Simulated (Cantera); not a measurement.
Input: 1 mol Si₃H₈, 0.15 mol Cl₂, 12 mol H₂, held at 0.100 bar.

Method: chemical equilibrium by Gibbs-energy minimisation in Cantera with the NASA 1993 tables (ideal gas, pure condensed phases). Candidate condensed phases: Si; 19 gas species. The feed counts by its element totals alone. The tables' values for SiCl₃ are old estimates; treat these amounts as uncertain. The numbers say what is thermodynamically allowed, not how fast it happens. All values below are at 1375 K.

Base state: H₂ 0.982, HCl 0.0168, SiCl₂ 0.000825, SiCl₃ 2.65e-5, SiHCl₃ 1.46e-5, H 1.07e-5 (mole fractions); condensed: Si(s).

What changes in the equilibrium state with this change: Si₃H₈ replaced by SiCl₄?


| species | before | after |
|---|---|---|
| H₂ | 0.982 | 0.804 |
| HCl | 0.0168 | 0.123 |
| SiCl₂ | 0.000825 | 0.0422 |
| SiCl₄ | 3.92e-6 | 0.0133 |
| SiCl₃ | 2.65e-5 | 0.0110 |
| SiHCl₃ | 1.46e-5 | 0.00552 |
| SiH₂Cl₂ | 8.11e-6 | 0.000340 |
| H | 1.07e-5 | 9.72e-6 |
| Si(s), mol | 2.99 | 0 |
